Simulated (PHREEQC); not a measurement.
Make-up at 25 °C: 140 mmol/kgw K2CO3 and 1.1 mmol/kgw Fe(NO3)3. Closed to the air; pH follows from the charge balance.

All values are PHREEQC results (ion-association model, phreeqc.dat), not measurements.

Problem. The ionic strength comes out as 0.413 mol/kgw. What activity coefficients do K+, CO3-2, Fe(OH)4-, NO3-, HCO3- get?

Solution. K+ 0.66, CO3-2 0.24, Fe(OH)4- 0.70, NO3- 0.63, HCO3- 0.70.

Precipitation was switched off in this run. Saturation is exceeded, for instance for Fe(OH)3(a), Hematite (slow to form); the values hold only as long as no solid forms.
